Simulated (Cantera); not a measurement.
**Equilibrium for carbon deposition, reforming and gasification: C2H6 + NH3 + H2**

Charge: 1 mol C2H6, 1.2 mol NH3, 21 mol H2, equilibrated at 3023.15 K.

Cantera equilibrium calculation (NASA polynomials, part measured and part estimated; ideal gas, pure solids and liquids). Candidate condensed phases: C, C6H6, C7H8, C8H18; 92 gas species. The ideal-gas law is rough above about 30 bar. Kinetics and transport are ignored.

From 10.0 Pa to 100 bar nothing is condensed. The main C-bearing gas is C at 10.0 Pa and C2H2 (acetylene) at 100 bar.

```json
[
 {"P (Pa)": "10", "x H": "0.952", "x H2": "0.00315", "x C": "0.0316", "x C2H2 (acetylene)": "5.26e-7", "x HCN": "5.87e-5", "x N2": "0.0101"},
 {"P (Pa)": "72", "x H": "0.941", "x H2": "0.0222", "x C": "0.0171", "x C2H2 (acetylene)": "5.63e-5", "x HCN": "0.000598", "x N2": "0.00975"},
 {"P (Pa)": "520", "x H": "0.839", "x H2": "0.127", "x C": "0.00541", "x C2H2 (acetylene)": "0.00169", "x HCN": "0.00327", "x N2": "0.00973"},
 {"P (Pa)": "3700", "x H": "0.557", "x H2": "0.400", "x C": "0.00114", "x C2H2 (acetylene)": "0.0118", "x HCN": "0.00890", "x N2": "0.0103"},
 {"P (Pa)": "27000", "x H": "0.269", "x H2": "0.679", "x C": "0.000162", "x C2H2 (acetylene)": "0.0216", "x HCN": "0.0128", "x N2": "0.0117"},
 {"P (Pa)": "190000", "x H": "0.112", "x H2": "0.831", "x C": "2.25e-5", "x C2H2 (acetylene)": "0.0254", "x HCN": "0.0145", "x N2": "0.0127"},
 {"P (Pa)": "1400000", "x H": "0.0429", "x H2": "0.898", "x C": "3.00e-6", "x C2H2 (acetylene)": "0.0264", "x HCN": "0.0151", "x N2": "0.0132"},
 {"P (Pa)": "10000000", "x H": "0.0163", "x H2": "0.921", "x C": "4.02e-7", "x C2H2 (acetylene)": "0.0248", "x HCN": "0.0149", "x N2": "0.0137"}
]
```
x: gas mole fraction; nothing condenses.
